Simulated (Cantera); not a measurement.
**Equilibrium for aluminium nitride and oxide growth: AlCl3 + H2O + N2**

A closed system holds: 1 mol AlCl3, 32 mol H2O, 24 mol N2, at 0.00320 bar.

Equilibrium computed with Cantera from the NASA thermochemical tables; the gas is ideal and each condensed phase is pure. Candidate condensed phases: Al, AlCl3, AlN, Al2O3, H2O, NH4Cl; 45 gas species. Condensed phases not in the tables: AlOCl. The numbers say what is thermodynamically allowed, not how fast it happens.

```
T (°C)  x H2O   x N2   x HCl      x H2      x O2      x OH      x Cl  n Al2O3(s)
------  -----  -----  ------  --------  --------  --------  --------  ----------
377     0.530  0.417  0.0522  6.65e-10    <1e-12    <1e-12  5.79e-11       0.500
577     0.530  0.417  0.0522   6.73e-8   4.08e-9  4.19e-10   7.31e-8       0.500
777     0.530  0.417  0.0522   3.68e-6   8.49e-7   1.27e-7   3.56e-6       0.500
977     0.530  0.417  0.0521   7.02e-5   2.12e-5   5.58e-6   4.55e-5       0.500
1177    0.530  0.417  0.0519  0.000618  0.000206   8.54e-5  0.000284       0.500
1377    0.526  0.416  0.0509   0.00325   0.00113  0.000670   0.00112       0.500
1577    0.514  0.414  0.0485    0.0119   0.00420   0.00332   0.00322       0.500
```
x: gas mole fraction; n: condensed amount in mol.

From 377 °C to 1577 °C the condensed part is Al2O3(s).
